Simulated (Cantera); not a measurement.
Aluminium nitride and oxide growth: Al(CH3)3 + NH3 + N2

Feed: 1 mol Al(CH3)3, 0.26 mol NH3, 90 mol N2, equilibrated at 1525 K and 66000 Pa.

These are equilibrium values from Cantera (NASA tables, ideal gas, pure condensed phases), not measurements of a reactor. Candidate condensed phases: Al, AlN, C, C6H6, C7H8, C8H18; 97 gas species. The feed counts by its element totals alone. Equilibrium is a limit: real reactors are often held back by kinetics, nucleation or transport.

```yaml
x(N2): 0.948
x(H2): 0.0516
x(HCN): 0.000278
x(H): 6.61e-6
x(HNC): 5.08e-6
x(CH4): 4.01e-6
n(AlN(s)): 1.00 mol
n(C(graphite)): 2.97 mol
gas_amount: 94.52 mol
log10 activity of Al(l) (absent): -5.04
```
